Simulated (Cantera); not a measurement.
Feed: 1 mol trisilylamine, 5.3 mol NH3, at 1073 K and 12.0 Pa.

Equilibrium computed with Cantera from the NASA thermochemical tables; the gas is ideal and each condensed phase is pure. Candidate condensed phases: Si, Si3N4; 18 gas species. The feed counts by its element totals alone. Equilibrium is a limit: real reactors are often held back by kinetics, nucleation or transport.

Base state: H2 0.915, N2 0.0846 (mole fractions); condensed: Si3N4(s).

Problem. What changes in the equilibrium state with this change: temperature from 1073 K to 1800 K?

Solution. 
| species | before | after |
|---|---|---|
| H2 | 0.915 | 0.751 |
| N2 | 0.0846 | 0.194 |
| H | 1.22e-6 | 0.0283 |
| Si | <1e-9 | 0.0265 |
| SiH | <1e-9 | 0.000287 |
| Si2 | <1e-9 | 0.000160 |
| Si2N | <1e-9 | 9.08e-5 |
| Si3N4(s), mol | 1.00 | 0 |
| Si(l), mol | 0 | 2.55 |
The tables' values for SiN are old estimates; treat these amounts as uncertain. Gases not in the tables: Si2H6 and higher silanes.

Problem. What changes in the equilibrium state with this change: temperature from 1073 K to 1550 K?

Solution. 
| species | before | after |
|---|---|---|
| H2 | 0.915 | 0.796 |
| N2 | 0.0846 | 0.202 |
| H | 1.22e-6 | 0.00256 |
| Si | <1e-9 | 0.000277 |
| Si3N4(s), mol | 1.00 | 0 |
| Si(s), mol | 0 | 3.00 |

Problem. What changes in the equilibrium state with this change: temperature from 1073 K to 1948 K?

Solution. 
```
species         before     after
-------------  -------  --------
H2               0.915     0.604
N2              0.0846     0.163
Si               <1e-9     0.151
H              1.22e-6    0.0801
Si2              <1e-9   0.00107
SiH              <1e-9  0.000987
Si2N             <1e-9  0.000212
Si3N4(s), mol     1.00         0
```
The tables' values for SiN are old estimates; treat these amounts as uncertain. Gases not in the tables: Si2H6 and higher silanes.
